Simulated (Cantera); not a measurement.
Input: 1 mol LiCl, 2.2 mol HCl, 0.35 mol N2, equilibrated at 1330 Pa.

These are equilibrium values from Cantera (NASA tables, ideal gas, pure condensed phases), not measurements of a reactor. Candidate condensed phases: Li, LiCl, LiH, Li3N, NH4Cl; 19 gas species. The numbers say what is thermodynamically allowed, not how fast it happens.

log p: log10 of the partial pressure in bar; n: condensed amount in mol.

```csv
T (°C),log p HCl,log p N2,log p Li2Cl2,log p LiCl,n LiCl(s),n LiCl(l)
425,-1.94,-2.74,-7.80,-8.12,1.000,0
475,-1.94,-2.74,-6.77,-7.09,1.000,0
525,-1.94,-2.74,(withheld),(withheld),0.999,0
575,-1.94,-2.74,-5.10,-5.42,0.996,0
625,-1.94,-2.74,-4.45,-4.75,0,0.981
675,-1.95,-2.74,(withheld),(withheld),0,0.942
725,-1.96,-2.75,-3.54,-3.70,0,0.836
775,-1.98,-2.78,-3.15,-3.26,0,0.565
```

Question: Complete the blanks.

Answer: 
- 675, log p Li2Cl2: -3.97
- 675, log p LiCl: -4.20
- 525, log p Li2Cl2: -5.88
- 525, log p LiCl: -6.20
